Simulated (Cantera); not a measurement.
Input: 1 mol Ti, 0.73 mol CO, 200 mol H2, held at 1.50 Torr.

Equilibrium computed with Cantera from the NASA thermochemical tables; the gas is ideal and each condensed phase is pure. Candidate condensed phases: C, C6H6, C7H8, C8H18, H2O, Ti, TiC, TiO, TiO2, Ti2O3, Ti3O5, Ti4O7; 113 gas species. Mutual solubility and eutectic melting of coexisting phases are not modelled. TiC, TiO: taken at fixed stoichiometry. Condensed phases not in the tables: solid solutions among these carbides, nitrides and lower oxides. Kinetics and transport are ignored.

x: gas mole fraction; n: condensed amount in mol.

```
T (K)   x H2       x H      x CO     x CH4  n TiC(s)  n Ti2O3(s)  n TiO(s)
-----  -----  --------  --------  --------  --------  ----------  --------
1075   0.999   3.28e-7  0.000644   8.41e-6     0.599       0.200         0
1125   0.999   9.93e-7  0.000647   2.46e-6     0.600       0.200         0
1175   0.999   2.74e-6  0.000648   7.96e-7     0.600       0.200         0
1225   0.999   6.97e-6  0.000648   2.83e-7     0.600       0.200         0
1275   0.999   1.65e-5  0.000648   1.09e-7     0.600       0.200         0
1325   0.999   3.66e-5  0.000648   4.53e-8     0.600       0.200         0
1375   0.999       [?]  0.000648       [?]     0.600       0.200         0
1425   0.999  0.000152  0.000998   1.22e-8     0.530      0.0598     0.350
1475   0.999  0.000290   0.00115   7.29e-9     0.500           0     0.500
1525   0.998  0.000529   0.00115   4.22e-9     0.500           0     0.500
1575   0.998  0.000928   0.00115   2.53e-9     0.500           0     0.500
1625   0.997   0.00158   0.00115   1.57e-9     0.500           0     0.500
1675   0.996       [?]   0.00115       [?]     0.500           0     0.500
1725   0.995   0.00414   0.00115  6.58e-10     0.500           0     0.499
```

### Question
Some entries are withheld; supply them.

### Answer

- 1375, x H: 7.66e-5
- 1375, x CH4: 2.01e-8
- 1675, x H: 0.00259
- 1675, x CH4: 1.00e-9
